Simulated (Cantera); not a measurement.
A Cantera script and what it prints.

```python
import numpy as np
import cantera as ct

gas_names = """
    CL CLO CL2 Fe FeCL FeCL2 FeCL3 FeO Fe(OH)2 Fe2CL4 Fe2CL6 H HCL HNO HNO2 HNO3 HOCL HO2 H2 H2O H2O2 N
    NH NH2 NH3 NH2OH NO NO2 NO3 N2 N2H2 N2H4 N2O O OH O2 O3
""".split()
cond_names = """
    Fe(a) Fe(c) Fe(d) Fe(L) FeCL2(s) FeCL2(L) FeCL3(s) FeCL3(L) FeO(s) FeO(L) Fe(OH)2(s) Fe(OH)3(s)
    Fe2O3(s) Fe3O4(s) H2O(s) H2O(L) NH4CL(a) NH4CL(b)
""".split()


def load(file, names, dense=False):
    # The tables refer to 1 bar. Condensed volumes are neglected.
    table = {s.name: s for s in ct.Species.list_from_file(file)}
    out = []
    for n in names:
        d = dict(table[n].input_data)
        d["thermo"] = dict(d["thermo"], **{"reference-pressure": 1e5})
        if dense:
            d["equation-of-state"] = {"model": "constant-volume", "density": "1e6 g/cm^3"}
        out.append(ct.Species.from_dict(d))
    return out


gas = ct.Solution(thermo="ideal-gas", species=load("nasa_gas.yaml", gas_names))
cond = {s.name: ct.Solution(thermo="fixed-stoichiometry", species=[s], name=s.name)
        for s in load("nasa_condensed.yaml", cond_names, dense=True)}
atoms = {
    'FeCl3': {'Fe': 1, 'CL': 3},
    'H2O': {'H': 2, 'O': 1},
    'N2': {'N': 2},
}
top_T = {'Fe2O3(s)': 1830, 'Fe3O4(s)': 1870}  # K; cautious upper limits of use, not melting points


def equilibrate(T, P, feed):
    n = {}
    for name, mol in feed.items():
        for a, k in atoms[name].items():
            n[a] = n.get(a, 0.0) + k * mol
    gas.TPX = T, P, n
    mass = sum(n.values()) * gas.mean_molecular_weight
    gas.equilibrate("TP")
    valid = [c for c in cond.values() if c.min_temp <= T <= top_T.get(c.name, c.max_temp)]
    mix = ct.Mixture([(gas, mass / gas.mean_molecular_weight)] + [(c, 0.0) for c in valid])
    mix.T, mix.P = T, P
    mix.equilibrate("TP", solver="vcs", rtol=1e-11, max_steps=5000)
    return mix


results = []
feed = {'FeCl3': 1, 'H2O': 0.38, 'N2': 2.9}  # mol
P = 2000  # Pa
for T in [700, 800, 900, 1000, 1100, 1200, 1300, 1400, 1500, 1600, 1700]:
    mix = equilibrate(T, P, feed)
    results.append((T, P, feed, dict(zip(mix.species_names, mix.species_moles))))

top = {s: max(r[3][s] / sum(r[3][g] for g in gas_names) for r in results) for s in gas_names}
cols = sorted((s for s in top if top[s] > 1e-06), key=lambda s: -top[s])[:6]
seen = [c for c in cond_names if any(r[3].get(c, 0) > 1e-12 for r in results)]
print("log10 of partial pressures in bar; condensed amounts in mol")
print(f"{'T/K':>10s}" + "".join(f"{s[:9]:>10s}" for s in cols + seen))
for T, P, feed, n in results:
    ng = sum(n[g] for g in gas_names)
    print(f"{T:10.4g}" + "".join(f"{np.log10(max(n[s] / ng * P / 1e5, 1e-99)):10.3f}" for s in cols)
          + "".join(f"{n.get(c, 0):10.4g}" for c in seen))
```

Output:

```
log10 of partial pressures in bar; condensed amounts in mol
       T/K        N2     FeCL2       HCL     FeCL3    Fe2CL6        CL  FeCL2(s)  Fe2O3(s)
       700    -1.850    -5.811    -2.432    -3.126    -2.850    -8.424   0.01302    0.1266
       800    -1.868    -4.278    -2.450    -2.655    -3.216    -7.300         0    0.1265
       900    -1.881    -3.651    -2.463    -2.531    -3.974    -6.101         0    0.1265
      1000    -1.887    -3.241    -2.469    -2.563    -4.833    -5.181         0    0.1263
      1100    -1.893    -2.951    -2.477    -2.663    -5.675    -4.455         0    0.1254
      1200    -1.903    -2.738    -2.488    -2.826    -6.529    -3.901         0    0.1143
      1300    -1.918    -2.557    -2.506    -3.080    -7.479    -3.549         0   0.06647
      1400    -1.932    -2.440    -2.528    -3.472    -8.638    -3.381         0  0.007307
      1500    -1.938    -2.417    -2.536    -3.834    -9.680    -3.179         0         0
      1600    -1.942    -2.411    -2.545    -4.208   -10.706    -3.046         0         0
      1700    -1.944    -2.409    -2.559    -4.582   -11.693    -2.967         0         0
```

These are equilibrium values from Cantera (NASA tables, ideal gas, pure condensed phases), not measurements of a reactor. Condensed phases not in the tables: FeOCl.
